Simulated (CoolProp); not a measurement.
Vapour-liquid equilibrium of propane (1) + neopentane (2) at 0.824 MPa; x and y are mole fractions of (1).

Computed with CoolProp (multi-fluid Helmholtz-energy mixture model, Lemmon 2009 and Lemmon 2006; pair parameters Bell 2016).

```json
[
 {"x": "0.05", "bubble temperature, mixture model (K)": "?", "bubble temperature, Raoult's law (K)": "351.4", "y, mixture model": "?", "y, Raoult's law": "0.184"},
 {"x": "0.2", "bubble temperature, mixture model (K)": "345.4", "bubble temperature, Raoult's law (K)": "334.9", "y, mixture model": "?", "y, Raoult's law": "0.533"},
 {"x": "0.35", "bubble temperature, mixture model (K)": "?", "bubble temperature, Raoult's law (K)": "322.8", "y, mixture model": "0.582", "y, Raoult's law": "0.722"},
 {"x": "0.5", "bubble temperature, mixture model (K)": "?", "bubble temperature, Raoult's law (K)": "313.4", "y, mixture model": "?", "y, Raoult's law": "0.835"},
 {"x": "0.65", "bubble temperature, mixture model (K)": "314.0", "bubble temperature, Raoult's law (K)": "305.8", "y, mixture model": "0.884", "y, Raoult's law": "0.908"},
 {"x": "0.8", "bubble temperature, mixture model (K)": "303.5", "bubble temperature, Raoult's law (K)": "299.5", "y, mixture model": "0.959", "y, Raoult's law": "0.957"},
 {"x": "0.95", "bubble temperature, mixture model (K)": "?", "bubble temperature, Raoult's law (K)": "294.2", "y, mixture model": "?", "y, Raoult's law": "0.991"}
]
```

**Question.** Some entries are withheld; supply them.

**Answer.** 
- 0.05, bubble temperature, mixture model (K): 354.9
- 0.05, y, mixture model: 0.102
- 0.2, y, mixture model: 0.364
- 0.35, bubble temperature, mixture model (K): 335.6
- 0.5, bubble temperature, mixture model (K): 325.1
- 0.5, y, mixture model: 0.758
- 0.95, bubble temperature, mixture model (K): 294.9
- 0.95, y, mixture model: 0.994

The largest gap from Raoult's law is +12.8 K in bubble temperature, at x = 0.35. No azeotrope shows between x = 0.05 and 0.95.

Pair parameters are fitted to limited data, so mixtures are less certain than the pure fluids.
